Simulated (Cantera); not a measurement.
A perfectly stirred reactor is fed with CO : O₂ : H₂O : N₂ = 0.017 : 0.077 : 0.00097 : 1 (molar parts), at 2.60 bar; it is held at 1523 K, and followed from long to short residence time.

Computed with Cantera and GRI-Mech 3.0 (53 species, 325 reactions).

Problem. What does this change do: H2O 0.00097 to 0.006 parts?

Solution. 
| quantity | before | after |
|---|---|---|
| x(CO) at τ = 16.0 s | 1.28e-5 | 6.96e-6 |
| x(O₂) at τ = 16.0 s | 0.0630 | 0.0628 |
| x(H₂O) at τ = 16.0 s | 0.000887 | 0.00549 |
| x(N₂O) at τ = 16.0 s | 3.66e-7 | 1.98e-7 |
| x(CO₂) at τ = 16.0 s | 0.0156 | 0.0156 |
| x(CO) at τ = 0.380 s | 0.000180 | 9.80e-5 |
| x(O₂) at τ = 0.380 s | 0.0631 | 0.0628 |
| x(H₂O) at τ = 0.380 s | 0.000877 | 0.00547 |
| x(N₂O) at τ = 0.380 s | 2.30e-6 | 1.35e-6 |
| x(CO₂) at τ = 0.380 s | 0.0155 | 0.0155 |
